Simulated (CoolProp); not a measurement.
Vapour-liquid equilibrium of R125 (1) + R245fa (2) at 258 kPa; x and y are mole fractions of (1).

The numbers come from the multi-fluid Helmholtz-energy mixture model, Lemmon 2005 and Akasaka 2015; pair parameters Bell 2016 in CoolProp.

```json
[
 {"x": "0.05", "bubble temperature (°C)": "31.3", "y at the bubble point": "0.296", "dew temperature at overall composition x (°C)": "39.4", "liquid density (mol/L)": "9.890"},
 {"x": "0.125", "bubble temperature (°C)": "?", "y at the bubble point": "0.565", "dew temperature at overall composition x (°C)": "37.1", "liquid density (mol/L)": "10.19"},
 {"x": "0.2", "bubble temperature (°C)": "10.7", "y at the bubble point": "0.714", "dew temperature at overall composition x (°C)": "34.6", "liquid density (mol/L)": "10.44"},
 {"x": "0.275", "bubble temperature (°C)": "3.8", "y at the bubble point": "0.803", "dew temperature at overall composition x (°C)": "32.0", "liquid density (mol/L)": "10.65"},
 {"x": "0.35", "bubble temperature (°C)": "-1.8", "y at the bubble point": "0.859", "dew temperature at overall composition x (°C)": "?", "liquid density (mol/L)": "10.83"},
 {"x": "0.425", "bubble temperature (°C)": "?", "y at the bubble point": "0.897", "dew temperature at overall composition x (°C)": "26.2", "liquid density (mol/L)": "11.00"},
 {"x": "0.5", "bubble temperature (°C)": "-10.2", "y at the bubble point": "0.924", "dew temperature at overall composition x (°C)": "22.8", "liquid density (mol/L)": "11.16"},
 {"x": "0.575", "bubble temperature (°C)": "?", "y at the bubble point": "?", "dew temperature at overall composition x (°C)": "19.1", "liquid density (mol/L)": "?"},
 {"x": "0.65", "bubble temperature (°C)": "-16.4", "y at the bubble point": "0.959", "dew temperature at overall composition x (°C)": "14.9", "liquid density (mol/L)": "11.43"},
 {"x": "0.725", "bubble temperature (°C)": "-19.0", "y at the bubble point": "0.971", "dew temperature at overall composition x (°C)": "9.9", "liquid density (mol/L)": "11.56"},
 {"x": "0.8", "bubble temperature (°C)": "-21.4", "y at the bubble point": "0.981", "dew temperature at overall composition x (°C)": "4.0", "liquid density (mol/L)": "11.68"},
 {"x": "0.875", "bubble temperature (°C)": "-23.6", "y at the bubble point": "0.989", "dew temperature at overall composition x (°C)": "-3.6", "liquid density (mol/L)": "11.79"},
 {"x": "0.95", "bubble temperature (°C)": "-25.6", "y at the bubble point": "0.996", "dew temperature at overall composition x (°C)": "-14.6", "liquid density (mol/L)": "11.89"}
]
```

Task: Some entries are withheld; supply them.

Result: 
- 0.125, bubble temperature (°C): 19.6
- 0.35, dew temperature at overall composition x (°C): 29.2
- 0.425, bubble temperature (°C): -6.3
- 0.575, bubble temperature (°C): -13.5
- 0.575, y at the bubble point: 0.944
- 0.575, liquid density (mol/L): 11.30

No azeotrope shows between x = 0.05 and 0.95.

The pair parameters rest on a limited set of measurements; away from them the model extrapolates. The gap from Raoult's law changes sign with composition, which may be real or a fault of the pair parameters; it wasn't checked against measurements.
